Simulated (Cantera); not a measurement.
An isothermal, constant-pressure homogeneous reactor starts with CO : O2 : H2O : N2 = 0.024 : 0.0041 : 0.00079 : 1 (molar parts), at 1200 K and 3750 Torr. Integrator tolerance rtol = 1e-08.

Model: GRI-Mech 3.0 (53 species, 325 reactions), integrated in Cantera.

**Question.** What does this change do: N2 1 to 0.22 parts?

**Answer.** 
```
quantity                                             before                                      after
----------------  -----------------------------------------  -----------------------------------------
x(CO) at 20.0 s       0.0151 (gas-phase equilibrium 0.0150)      0.0633 (gas-phase equilibrium 0.0627)
x(O2) at 20.0 s     6.02e-12 (gas-phase equilibrium <1e-12)    5.48e-10 (gas-phase equilibrium <1e-12)
x(H2O) at 20.0 s  0.000420 (gas-phase equilibrium 0.000336)    0.00193 (gas-phase equilibrium 0.00141)
x(HO2) at 20.0 s      <1e-12 (gas-phase equilibrium <1e-12)      <1e-12 (gas-phase equilibrium <1e-12)
x(OH) at 20.0 s   1.90e-11 (gas-phase equilibrium 1.14e-11)  1.98e-11 (gas-phase equilibrium 2.34e-11)
x(CO2) at 20.0 s    0.00835 (gas-phase equilibrium 0.00844)      0.0348 (gas-phase equilibrium 0.0353)
```
